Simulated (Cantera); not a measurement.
An adiabatic, constant-pressure homogeneous reactor starts with 33.0 % H₂, 4.95 % O₂, 62.0 % N₂, at 1023 K and 101000 Pa.

Model: the H2/O2 subset of GRI-Mech 3.0, which has no nitrogen chemistry, integrated in Cantera.

x: mole fraction; the columns are a selection and need not sum to one.

```json
[
 {"t (s)": "6.00e-6", "T (K)": "1023", "x H₂": "0.330", "x O₂": "0.0495", "x OH": "1.48e-12", "x HO₂": "1.49e-10", "x O": "4.05e-12"},
 {"t (s)": "2.14e-5", "T (K)": "1023", "x H₂": "0.330", "x O₂": "0.0495", "x OH": "7.17e-12", "x HO₂": "7.03e-10", "x O": "2.06e-11"},
 {"t (s)": "7.63e-5", "T (K)": "1023", "x H₂": "0.330", "x O₂": "0.0495", "x OH": "6.55e-11", "x HO₂": "7.05e-9", "x O": "1.91e-10"},
 {"t (s)": "0.000272", "T (K)": "1023", "x H₂": "0.330", "x O₂": "0.0495", "x OH": "…", "x HO₂": "…", "x O": "…"},
 {"t (s)": "0.000971", "T (K)": "1689", "x H₂": "0.236", "x O₂": "1.92e-6", "x OH": "0.000249", "x HO₂": "1.71e-9", "x O": "9.60e-6"},
 {"t (s)": "0.00346", "T (K)": "1747", "x H₂": "0.242", "x O₂": "8.91e-8", "x OH": "5.90e-5", "x HO₂": "9.82e-11", "x O": "4.53e-7"},
 {"t (s)": "0.0124", "T (K)": "1758", "x H₂": "0.243", "x O₂": "…", "x OH": "…", "x HO₂": "6.95e-12", "x O": "…"},
 {"t (s)": "0.0441", "T (K)": "1761", "x H₂": "0.243", "x O₂": "6.75e-10", "x OH": "5.27e-6", "x HO₂": "<1e-12", "x O": "3.47e-9"},
 {"t (s)": "0.157", "T (K)": "1761", "x H₂": "0.243", "x O₂": "2.61e-10", "x OH": "3.30e-6", "x HO₂": "<1e-12", "x O": "1.36e-9"},
 {"t (s)": "0.561", "T (K)": "1761", "x H₂": "0.243", "x O₂": "2.55e-10", "x OH": "3.27e-6", "x HO₂": "<1e-12", "x O": "1.33e-9"},
 {"t (s)": "2.00", "T (K)": "1761", "x H₂": "0.243", "x O₂": "2.55e-10", "x OH": "3.27e-6", "x HO₂": "<1e-12", "x O": "1.33e-9"}
]
```

**Question.** What belongs in the gaps?

**Answer.** 
- 0.000272, x OH: 1.78e-8
- 0.000272, x HO₂: 1.88e-6
- 0.000272, x O: 4.99e-8
- 0.0124, x O₂: 6.61e-9
- 0.0124, x OH: 1.64e-5
- 0.0124, x O: 3.37e-8
